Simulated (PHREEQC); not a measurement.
Consider water at 25 °C with 0.0082 mol/kgw FeCl3, 0.008 mol/kgw HCl and 0.0082 mol/kgw Na2SO4. Closed to the air; pH follows from the charge balance.

Computed with PHREEQC (ion-association model, wateq4f.dat).

```csv
quantity,before,after
pH,2.17,1.89
ionic strength (mol/kgw),0.0456,0.0452
SO4-2 (mol/kgw),0.00208,0.00170
HSO4- (mol/kgw),0.000794,0.00124
```

Question: What was changed between the two runs?
A) temperature from 25 to 10 °C
B) Na2SO4 from 0.0082 to 0.00164 mol/kgw
C) FeCl3 left out
D) Na2SO4 from 0.0082 to 0.0041 mol/kgw
E) Na2SO4 replaced by KHSO4 at the same molality

Answer: E, Na2SO4 replaced by KHSO4 at the same molality

Precipitation was switched off in this run. Some of these states are supersaturated (in Jarosite-Na, Hematite (slow to form), Jarosite-K, for instance).
